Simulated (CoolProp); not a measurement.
Saturation properties of carbon monoxide (Tc = 132.9 K, pc = 3.498 MPa, ω = 0.050).

Computed with CoolProp (reference Helmholtz-energy equation of state, Lemmon 2006). It is a short technical equation, of lower accuracy than the large ones.

```csv
T (K),p (MPa),liquid density (kg/m³),vapour density (kg/m³),enthalpy of vaporisation (kJ/kg),surface tension (mN/m)
83.3,0.1219,785.9,5.174,212.3,9.16
87.2,0.1826,768.4,7.528,206.6,8.34
91.1,0.2636,750.1,10.61,200.4,7.53
94.9,0.3656,731.6,14.45,193.9,6.75
98.8,0.4976,711.7,19.43,186.6,5.96
102.7,0.6612,690.7,25.66,178.6,5.18
106.6,0.8605,668.3,33.43,169.7,4.42
110.5,1.100,644.2,43.11,159.7,3.68
114.4,1.383,617.9,55.24,148.4,2.95
118.3,1.715,588.6,70.67,135.3,2.25
122.2,2.101,554.9,90.90,119.7,1.57
```

It boils at 81.6 K under 1 atm.

Surface tension comes from a separate correlation (Mulero 2012).
